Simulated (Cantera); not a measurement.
Fluorocarbon and chlorocarbon gases: CF4 + HCl + H2

A closed system holds: 1 mol CF4, 1 mol HCl, 5.3 mol H2, at 0.0133 bar.

These are equilibrium values from Cantera (NASA tables, ideal gas, pure condensed phases), not measurements of a reactor. Candidate condensed phases: C, C6H6, C7H8, C8H18; 118 gas species. Kinetics and transport are ignored.

From 2550 °C to 2700 °C the condensed part is C(graphite). From 2750 °C to 2900 °C nothing is condensed. The main C-bearing gas is C2H2 (acetylene) at 2550 °C and C3 at 2900 °C.

| T (°C) | x H | x HF | x H2 | x Cl | x HCl | x F | x C3 | n C(graphite) |
|---|---|---|---|---|---|---|---|---|
| 2550 | 0.325 | 0.384 | 0.179 | 0.0538 | 0.0430 | 0.00307 | 0.00314 | 0.716 |
| 2600 | 0.358 | 0.372 | 0.155 | 0.0577 | 0.0364 | 0.00419 | 0.00568 | 0.596 |
| 2650 | 0.389 | 0.359 | 0.132 | 0.0610 | 0.0302 | 0.00569 | 0.0101 | 0.396 |
| 2700 | 0.417 | 0.344 | 0.110 | 0.0635 | 0.0245 | 0.00769 | 0.0175 | 0.0591 |
| 2750 | 0.445 | 0.331 | 0.0921 | 0.0657 | 0.0200 | 0.0103 | 0.0190 | 0 |
| 2800 | 0.471 | 0.319 | 0.0767 | 0.0674 | 0.0162 | 0.0138 | 0.0188 | 0 |
| 2850 | 0.494 | 0.307 | 0.0632 | 0.0687 | 0.0130 | 0.0184 | 0.0183 | 0 |
| 2900 | 0.514 | 0.293 | 0.0517 | 0.0695 | 0.0104 | 0.0243 | 0.0174 | 0 |
x: gas mole fraction; n: condensed amount in mol.
